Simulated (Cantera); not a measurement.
Feed: 1 mol HMDSO, 0.4 mol H2O, equilibrated at 575 K and 0.00133 bar.

Equilibrium computed with Cantera from the NASA thermochemical tables; the gas is ideal and each condensed phase is pure. Candidate condensed phases: C, C6H6, C7H8, C8H18, H2O, Si, SiC, SiO2; 123 gas species. The feed counts by its element totals alone. The numbers say what is thermodynamically allowed, not how fast it happens.

Base state: H2 0.824, CH4 0.176 (mole fractions); condensed: C(graphite) + SiC(s) + SiO2(α-quartz).

Task: What changes in the equilibrium state with this change: temperature from 575 K to 673.15 K?

Result: 
| species | before | after |
|---|---|---|
| H2 | 0.824 | 0.981 |
| CH4 | 0.176 | 0.0195 |
| C(graphite), mol | 3.30 | 4.52 |
| SiC(s), mol | 1.30 | 1.30 |
| SiO2(α-quartz), mol | 0.700 | 0.700 |
